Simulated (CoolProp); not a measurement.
Values from CoolProp's reference Helmholtz-energy equation of state, Lemmon 2006. It is a short technical equation, of lower accuracy than the large ones.

### Question
For isohexane, give the phase and the Z, isothermal compressibility (1/MPa), expansivity (1/kK) at 428.5 K and 2.17 MPa; 428.5 K and 21.7 MPa.

### Answer
- 428.5 K and 2.17 MPa: liquid; Z 0.103, isothermal compressibility 0.0102, expansivity 2.94
- 428.5 K and 21.7 MPa: liquid; Z 0.926, isothermal compressibility 0.00343, expansivity 1.47
